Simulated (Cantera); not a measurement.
An isothermal, constant-pressure homogeneous reactor starts with 62.9 % CH₄, 37.1 % CO₂, at 1673 K and 21800 Torr.

Computed with Cantera and GRI-Mech 3.0 (53 species, 325 reactions). GRI-Mech 3.0 stops at C3 and has no aromatics, soot or wall deposition, so with more carbon than oxygen in the feed, carbon stays in small species such as C2H2 where larger ones or solid carbon would form. The pressure lies above the range GRI-Mech 3.0 was tuned for (to about 10 atm).

One state of this run: x CH₄ = 0.161; x CO₂ = 0.0550; x H = 1.05e-5; x H₂ = 0.240; x HCO = 6.57e-8. x: mole fraction; the columns are a selection and need not sum to one.

Q: Which value of t (s) does it belong to?
A) 0.181
B) 0.0331
C) 0.00257
D) 0.996

A: B, 0.0331
